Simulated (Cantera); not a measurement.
An isothermal, constant-pressure homogeneous reactor starts with C2H6 : N2 = 1 : 2.5 (molar parts), at 1225 K and 1330 Pa. Integrator tolerance rtol = 1e-08.

Model: GRI-Mech 3.0 (53 species, 325 reactions), integrated in Cantera. GRI-Mech 3.0 stops at C3 and has no aromatics, soot or wall deposition, so with more carbon than oxygen in the feed, carbon stays in small species such as C2H2 where larger ones or solid carbon would form. Radical loss at walls, strong at low pressure, is not modelled.

What does this change do: temperature 1225 to 1525 K?


```json
[
 {"quantity": "x(C2H6) at 20.0 s", "before": "1.89e-5 (gas-phase equilibrium 2.24e-6)", "after": "1.18e-6 (gas-phase equilibrium 4.61e-9)"},
 {"quantity": "x(HCN) at 20.0 s", "before": "3.88e-10 (gas-phase equilibrium 0.0854)", "after": "3.23e-7 (gas-phase equilibrium 0.113)"},
 {"quantity": "x(C2H) at 20.0 s", "before": "1.33e-10 (gas-phase equilibrium 1.38e-10)", "after": "1.09e-7 (gas-phase equilibrium 9.39e-8)"},
 {"quantity": "x(H2) at 20.0 s", "before": "0.261 (gas-phase equilibrium 0.328)", "after": "0.344 (gas-phase equilibrium 0.363)"},
 {"quantity": "x(C2H4) at 20.0 s", "before": "0.0568 (gas-phase equilibrium 0.00453)", "after": "0.000211 (gas-phase equilibrium 0.000133)"},
 {"quantity": "x(CH4) at 20.0 s", "before": "0.0584 (gas-phase equilibrium 0.0287)", "after": "0.0172 (gas-phase equilibrium 0.000669)"}
]
```

What does this change do: N2 2.5 to 0.44 parts?


| quantity | before | after |
|---|---|---|
| x(C2H6) at 20.0 s | 1.89e-5 (gas-phase equilibrium 2.24e-6) | 5.52e-5 (gas-phase equilibrium 1.00e-5) |
| x(HCN) at 20.0 s | 3.88e-10 (gas-phase equilibrium 0.0854) | 6.01e-11 (gas-phase equilibrium 0.0592) |
| x(C2H) at 20.0 s | 1.33e-10 (gas-phase equilibrium 1.38e-10) | 2.26e-10 (gas-phase equilibrium 2.08e-10) |
| x(H2) at 20.0 s | 0.261 (gas-phase equilibrium 0.328) | 0.448 (gas-phase equilibrium 0.507) |
| x(C2H4) at 20.0 s | 0.0568 (gas-phase equilibrium 0.00453) | 0.0920 (gas-phase equilibrium 0.0131) |
| x(CH4) at 20.0 s | 0.0584 (gas-phase equilibrium 0.0287) | 0.103 (gas-phase equilibrium 0.0752) |
